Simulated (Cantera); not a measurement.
Input (Python, Cantera):

```python
import numpy as np
import cantera as ct

gas = ct.Solution("h2o2.yaml")
gas.TPX = 1350, 2666, {'H2': 0.018, 'O2': 1}
inlet = ct.Reservoir(gas, clone=True)

reactor = ct.IdealGasConstPressureReactor(gas, energy="off", clone=False)
exhaust = ct.Reservoir(gas, clone=True)
tau = [3.4, 0.73, 0.16, 0.034, 0.0073, 0.0016, 0.00033][0]
for a, b in ((inlet, reactor), (reactor, exhaust)):
    ct.MassFlowController(a, b, mdot=lambda t: reactor.mass / tau)
net = ct.ReactorNet([reactor])
show = ['H2', 'O2', 'O', 'H2O2', 'OH', 'H2O']

rows = []
print(f"{'tau/s':>10s}{'T/K':>9s}" + "".join(f"{s:>11s}" for s in show))
for tau in [3.4, 0.73, 0.16, 0.034, 0.0073, 0.0016, 0.00033]:
    net.initial_time = 0.0
    net.advance(30 * tau)
    before = gas.X
    net.advance(40 * tau)
    drift = np.max(np.abs(gas.X - before) / (gas.X + 1e-9))
    rows.append([gas.T, *gas[show].X, drift])
    print(f"{tau:10.3e}{gas.T:9.1f}" + "".join(f"{x:11.3e}" for x in gas[show].X))
```

It prints:

```
     tau/s      T/K         H2         O2          O       H2O2         OH        H2O
 3.400e+00   1350.0  1.607e-05  9.811e-01  8.103e-04  1.468e-08  4.984e-04  1.756e-02
 7.300e-01   1350.0  3.977e-05  9.796e-01  2.124e-03  2.352e-08  8.077e-04  1.735e-02
 1.600e-01   1350.0  9.414e-05  9.766e-01  4.940e-03  3.339e-08  1.240e-03  1.698e-02
 3.400e-02   1350.0  2.261e-04  9.719e-01  9.228e-03  4.303e-08  1.751e-03  1.639e-02
 7.300e-03   1350.0  6.229e-04  9.686e-01  1.214e-02  5.561e-08  2.284e-03  1.550e-02
 1.600e-03   1350.0  2.069e-03  9.686e-01  1.162e-02  8.078e-08  3.014e-03  1.352e-02
 3.300e-04   1350.0  7.518e-03  9.733e-01  6.907e-03  9.340e-08  3.247e-03  8.034e-03
```

Computed with Cantera and the H2/O2 subset of GRI-Mech 3.0, which has no nitrogen chemistry. Radical loss at walls, strong at low pressure, is not modelled.
